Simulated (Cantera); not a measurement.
Input (Python, Cantera) and output of one run.

```python
import numpy as np
import cantera as ct

gas_names = """
    Fe FeO N NO NO2 NO3 N2 N2O O O2 O3 S SN SO SO2 SO3 S2 S2O S8
""".split()
cond_names = """
    Fe(a) Fe(c) Fe(d) Fe(L) FeO(s) FeO(L) FeS(a) FeS(b) FeS(c) FeS(L) FeSO4(s) FeS2(s) Fe2O3(s)
    Fe2S3O12(s) Fe3O4(s) S(cr1) S(cr2) S(L)
""".split()


# ... load() reads the species with a 1 bar reference pressure and builds the phases ...
atoms = {
    'FeS': {'Fe': 1, 'S': 1},
    'SO2': {'S': 1, 'O': 2},
    'N2': {'N': 2},
}
top_T = {'FeSO4(s)': 950, 'FeS2(s)': 1010, 'Fe2O3(s)': 1830, 'Fe2S3O12(s)': 1100, 'Fe3O4(s)': 1870}  # K; cautious upper limits of use, not melting points


# ... equilibrate(T, P, feed) seeds the gas with the atoms and calls Mixture.equilibrate('TP', solver="vcs", rtol=1e-11, max_steps=5000) ...
results = []
feed = {'FeS': 1, 'SO2': 0.11, 'N2': 3}  # mol
P = 11000  # Pa
for T in [748, 773, 798, 823, 848, 873, 898]:
    mix = equilibrate(T, P, feed)
    results.append((T, P, feed, dict(zip(mix.species_names, mix.species_moles))))

top = {s: max(r[3][s] / sum(r[3][g] for g in gas_names) for r in results) for s in gas_names}
cols = sorted((s for s in top if top[s] > 1e-05), key=lambda s: -top[s])[:5]
seen = [c for c in cond_names if any(r[3].get(c, 0) > 1e-12 for r in results)]
print("log10 of partial pressures in bar; condensed amounts in mol")
print(f"{'T/K':>10s}" + "".join(f"{s[:9]:>10s}" for s in cols + seen))
for T, P, feed, n in results:
    ng = sum(n[g] for g in gas_names)
    print(f"{T:10.4g}" + "".join(f"{np.log10(max(n[s] / ng * P / 1e5, 1e-99)):10.3f}" for s in cols)
          + "".join(f"{n.get(c, 0):10.4g}" for c in seen))
```

It prints:

```
log10 of partial pressures in bar; condensed amounts in mol
       T/K        N2       SO2        S2       S2O    FeS(c)   FeS2(s)  Fe3O4(s)
       748    -0.959    -3.769    -5.293    -7.019    0.5789    0.2631   0.05267
       773    -0.962    -3.070    -4.652    -6.198    0.6549    0.2152    0.0433
       798    -0.974    -2.418    -4.053    -5.432    0.9969         0  0.001032
       823    -0.974    -2.420    -3.981    -5.386    0.9963         0  0.001218
       848    -0.974    -2.422    -3.912    -5.343    0.9957         0  0.001425
       873    -0.974    -2.424    -3.846    -5.301     0.995         0  0.001655
       898    -0.974    -2.426    -3.784    -5.262    0.9943         0  0.001908
```

Cantera equilibrium calculation (NASA polynomials, part measured and part estimated; ideal gas, pure solids and liquids). FeS: taken at fixed stoichiometry. Gases not in the tables: S3 to S7.
